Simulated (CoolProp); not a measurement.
Aqueous lithium chloride as a coolant, 4 % by mass, freezing at -3.8 °C, 1 atm.

Computed with CoolProp (Melinder's fits for secondary coolants).

```csv
T (°C),viscosity (mPa s),density (kg/m³),conductivity (W/(m K)),cp (kJ/(kg K))
-0.8,2.04,1024,0.552,3.973
2.9,1.81,1024,0.559,3.971
6.6,1.63,1023,0.565,3.969
10.2,1.47,1023,0.571,3.967
13.9,1.33,1022,0.577,3.966
17.6,1.22,1022,0.584,3.966
21.2,1.12,1021,0.590,3.966
24.9,1.03,1020,0.596,3.967
28.5,0.951,1019,0.601,3.968
32.2,0.881,1018,0.607,3.969
35.9,0.817,1017,0.613,3.970
```
